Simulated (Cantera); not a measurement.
Mixture: CO : H2 : CH4 : O2 : N2 = 1 : 0.065 : 0.094 : 1.26 : 3.29 (molar parts), at 413 Torr, adiabatic and at constant volume. Ignition delay is the time to a rise of 400 K.

Computed with Cantera and GRI-Mech 3.0 (53 species, 325 reactions). Below about 1000 K GRI-Mech 3.0 lacks low-temperature oxidation paths. Where the delays flatten at high temperature, the 400 K rule measures the pace of heat release, not the induction time.

**Question.** What does this change do: constant pressure in place of constant volume?

**Answer.** 
```json
[
 {"quantity": "delay at 998 K", "before": "3.03 ms", "after": "3.26 ms"},
 {"quantity": "delay at 1098 K", "before": "0.862 ms", "after": "0.928 ms"},
 {"quantity": "delay at 1198 K", "before": "0.407 ms", "after": "0.449 ms"},
 {"quantity": "delay at 1298 K", "before": "0.246 ms", "after": "0.283 ms"},
 {"quantity": "delay at 1398 K", "before": "0.170 ms", "after": "0.205 ms"}
]
```

**Question.** What does this change do: CH4 0.094 to 0.16 parts?

**Answer.** 
| quantity | before | after |
|---|---|---|
| delay at 998 K | 3.03 ms | 6.39 ms |
| delay at 1098 K | 0.862 ms | 2.19 ms |
| delay at 1198 K | 0.407 ms | 0.974 ms |
| delay at 1298 K | 0.246 ms | 0.515 ms |
| delay at 1398 K | 0.170 ms | 0.306 ms |
